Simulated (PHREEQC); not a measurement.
Ultrapure water in contact with air or piping: an equilibrium model

Model water analysis in mg/kgw, 20 °C, pH 5.79, pe 9.8: Na 0.00334; K 0.00142; Ca 0.0273; Mg 0.022; Cl 0.0253; S(6) as SO4 0.0417; Alkalinity as HCO3 0.107; Ni 0.000204; F 8.23e-06; Li 0.000212.

Valence states are taken as typed.

All values are PHREEQC results (ion-association model, wateq4f.dat), not measurements.

This is a speciation only: nothing precipitates in the calculation.

Q: What ionic strength, charge-balance error does the model give?

A: ionic strength 7.01e-6 mol/kgw; charge-balance error 0.6 %.

Q: In which forms is C present?

A: CO2 80 %, HCO3- 20 % of the C.

Species that the database lacks are ignored.
